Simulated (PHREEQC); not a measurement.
A PHREEQC speciation (ion-association model, wateq4f.dat) at 25 °C gives pH 9.78 and these molalities:

| species | mol/kgw |
|---|---|
| NH3 | 0.000742 |
| NH4+ | 0.000218 |
| H2BO3- | 0.000156 |
| OH- | 6.18e-5 |
| H3BO3 | 4.39e-5 |
| H4SiO4 | 1.20e-7 |
| H3SiO4- | 1.10e-7 |
| H+ | 1.67e-10 |
| H2SiO4-2 | 4.76e-11 |

Task: What are the element totals, and what could have been dissolved in 1 kg of water to give them?

Result: This is not unique; one that fits is totals B 0.000200, N(-3) 0.000960, Si 2.30e-7 mol/kgw, from 0.00096 mol NH3, 2.3e-07 mol H4SiO4 and 0.0002 mol H3BO3 per kg of water.

Precipitation was switched off in this run.
